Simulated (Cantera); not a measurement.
Premixed flame

A freely propagating, adiabatic, planar premixed flame of CH4 : O2 : N2 = 1 : 1.33 : 5.01 (molar parts), equivalence ratio 1.5, unburnt at 425 K and 7.90 bar; mixture-averaged transport, grid criteria slope 0.08 and curve 0.16, no radiation.

Cantera simulation using GRI-Mech 3.0 (53 species, 325 reactions); the numbers are that mechanism's predictions, not measurements. Burning velocities carry a grid error of a few per cent, more on coarse grids.

| z (mm) | T (K) | u (m/s) | x CH4 | x O2 | x H2O2 | x N2O | x NO | x C2H2 |
|---|---|---|---|---|---|---|---|---|
| -0.697 | 426 | 0.114 | 0.136 | 0.180 | 1.27e-7 | <1e-8 | <1e-8 | 2.30e-7 |
| -0.465 | 435 | 0.117 | 0.134 | 0.179 | 9.84e-7 | <1e-8 | <1e-8 | 2.26e-6 |
| -0.349 | 466 | 0.126 | 0.131 | 0.176 | 4.59e-6 | <1e-8 | <1e-8 | 1.34e-5 |
| -0.232 | 611 | 0.167 | 0.119 | 0.164 | 2.35e-5 | <1e-8 | <1e-8 | 9.76e-5 |
| -0.116 | 1083 | 0.303 | 0.0825 | 0.116 | 7.08e-5 | 3.01e-8 | 1.33e-7 | 0.000598 |
| -0.0581 | 1460 | 0.414 | 0.0511 | 0.0721 | 1.26e-5 | 6.19e-8 | 4.37e-7 | 0.00128 |
| 0 | 1795 | 0.514 | 0.0229 | 0.0293 | 2.27e-6 | 7.64e-8 | 8.16e-7 | 0.00292 |
| 0.0581 | 1950 | 0.560 | 0.0110 | 0.00904 | 6.39e-7 | 4.03e-8 | 1.28e-6 | 0.00440 |
| 0.116 | 1998 | 0.575 | 0.00745 | 0.00304 | 1.74e-7 | 1.55e-8 | 1.61e-6 | 0.00471 |
| 0.232 | 2017 | 0.580 | 0.00511 | 0.000520 | 2.33e-8 | <1e-8 | 1.95e-6 | 0.00465 |
| 0.465 | 2014 | 0.581 | 0.00343 | 2.79e-5 | <1e-8 | <1e-8 | 2.36e-6 | 0.00417 |
| 0.930 | 2007 | 0.580 | 0.00223 | 2.66e-7 | <1e-8 | <1e-8 | 3.07e-6 | 0.00306 |
| 1.86 | 2000 | 0.581 | 0.00135 | 4.87e-8 | <1e-8 | <1e-8 | 4.24e-6 | 0.00160 |
x: mole fraction of selected species; z is measured from the peak of heat release.

| Quantity | Result |
|---|---|
| laminar burning velocity | 11.3 cm/s |
| thermal thickness | 0.232 mm |
| peak x(H2O2) | 7.10e-5 |
| peak x(C2H2) | 0.00473 |
| grid points | 117 |
